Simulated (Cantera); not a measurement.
Gas mixture: 100 % C₃H₈, at 0.0280 bar, frozen composition.

Cantera's kinetic-theory transport with the Lennard-Jones parameters of GRI-Mech 3.0, ideal gas; thermal conductivity in the multicomponent form. The composition is frozen, though it would react at the higher temperatures.

D: mixture-averaged diffusion coefficient of that species in the mixture.

```csv
T (K),ρ (kg/m³),cp (J/kg/K),μ (µPa s),λ (mW/m/K),Pr,D (cm²/s) H₂O,D (cm²/s) CH₃,D (cm²/s) N₂
400,0.0371,2134,10.9,30.6,0.758,7.35,7.81,7.01
550,0.0270,2739,14.4,51.9,0.759,13.7,13.9,12.3
700,0.0212,3237,17.5,74.8,0.759,21.6,21.2,18.7
850,0.0175,___,___,___,0.758,___,___,___
1000,0.0149,3960,___,___,0.756,___,___,___
1150,0.0129,4195,25.4,141,0.755,53.4,49.8,43.5
1300,0.0114,4401,27.7,162,0.754,66.3,61.2,53.5
1450,0.0102,4580,29.8,182,0.752,80.2,73.6,64.2
```

Problem. Some entries are withheld; supply them.

Solution. 
- 850, cp (J/kg/K): 3634
- 850, μ (µPa s): 20.3
- 850, λ (mW/m/K): 97.6
- 850, D (cm²/s) H₂O: 31.0
- 850, D (cm²/s) CH₃: 29.7
- 850, D (cm²/s) N₂: 26.1
- 1000, μ (µPa s): 23.0
- 1000, λ (mW/m/K): 120
- 1000, D (cm²/s) H₂O: 41.6
- 1000, D (cm²/s) CH₃: 39.3
- 1000, D (cm²/s) N₂: 34.4
